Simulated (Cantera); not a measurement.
What does this Cantera script print?

```python
import numpy as np
import cantera as ct

gas = ct.Solution("gri30.yaml")
gas.TPX = 1675, 13332, {'C2H6': 1, 'N2': 180}
reactor = ct.IdealGasConstPressureReactor(gas, energy="off", clone=False)
net = ct.ReactorNet([reactor])
net.rtol, net.atol = 1e-08, 1e-18
show = ['C2H6', 'C2H2', 'HCN', 'H2', 'C2H']
times = np.geomspace(4e-05, 70, 9)

steps = ct.SolutionArray(gas, extra=["t"])
rows = []
print(f"{'t/s':>10s}{'T/K':>9s}{'P/Pa':>11s}" + "".join(f"{s:>11s}" for s in show))
for t in times:
    while net.time < t:
        t_next = net.step()
        steps.append(gas.state, t=t_next)
    rows.append([np.interp(t, steps.t, y) for y in (steps.T, steps.P, *steps(*show).X.T)])
    print(f"{t:10.3e}{rows[-1][0]:9.1f}{rows[-1][1]:11.4g}" + "".join(f"{x:11.3e}" for x in rows[-1][2:]))
rate = np.gradient(steps.T, steps.t)
print("integrator steps:", len(steps.t))
if steps.T.max() > steps.T[0] + 200:
    print(f"time of steepest temperature rise: {steps.t[rate.argmax()]:.4e} s")
gas.TPX = 1675, 13332, {'C2H6': 1, 'N2': 180}
gas.equilibrate("TP")
print(f"equilibrium (TP): T = {gas.T:.1f} K  " + "  ".join(f"{s} {gas[s].X[0]:.3e}" for s in show))
```

Result:

```
       t/s      T/K       P/Pa       C2H6       C2H2        HCN         H2        C2H
 4.000e-05   1675.0  1.333e+04  5.003e-03  2.391e-08  3.905e-10  1.621e-05  2.430e-13
 2.412e-04   1675.0  1.333e+04  1.886e-03  2.416e-04  3.688e-06  2.104e-03  1.611e-07
 1.455e-03   1675.0  1.333e+04  1.081e-05  3.916e-03  2.288e-05  8.330e-03  5.251e-07
 8.774e-03   1675.0  1.333e+04  7.874e-07  5.056e-03  2.784e-05  9.845e-03  1.830e-07
 5.292e-02   1675.0  1.333e+04  1.237e-07  5.180e-03  2.915e-05  1.013e-02  8.036e-08
 3.191e-01   1675.0  1.333e+04  4.013e-08  5.283e-03  3.066e-05  1.043e-02  7.411e-08
 1.925e+00   1675.0  1.333e+04  3.469e-09  5.400e-03  3.480e-05  1.077e-02  7.970e-08
 1.161e+01   1675.0  1.333e+04  9.279e-11  5.436e-03  4.092e-05  1.089e-02  8.192e-08
 7.000e+01   1675.0  1.333e+04  1.574e-12  5.440e-03  4.605e-05  1.091e-02  8.239e-08
integrator steps: 1345
equilibrium (TP): T = 1675.0 K  C2H6 1.092e-13  C2H2 3.342e-04  HCN 1.026e-02  H2 1.091e-02  C2H 5.065e-09
```

Model: GRI-Mech 3.0 (53 species, 325 reactions), integrated in Cantera. GRI-Mech 3.0 stops at C3 and has no aromatics, soot or wall deposition, so with more carbon than oxygen in the feed, carbon stays in small species such as C2H2 where larger ones or solid carbon would form.
